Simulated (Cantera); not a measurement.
Input: 1 mol trisilylamine, 22 mol NH3, held at 1348 K and 1.00 bar.

Cantera equilibrium calculation (NASA polynomials, part measured and part estimated; ideal gas, pure solids and liquids). Candidate condensed phases: Si, Si3N4; 18 gas species. The feed counts by its element totals alone. Rates play no part.

Base state: H2 0.798, N2 0.202, NH3 3.30e-5 (mole fractions); condensed: Si3N4(s).

Q: What changes in the equilibrium state with this change: NH3 from 22 to 2.3 mol?

A: 
```csv
species,before,after
H2,0.798,1.000
N2,0.202,1.68e-6
NH3,3.30e-5,1.34e-7
"Si3N4(s), mol",1.00,0.825
"Si(s), mol",0,0.525
```
Mutual solubility and eutectic melting of coexisting phases are not modelled.
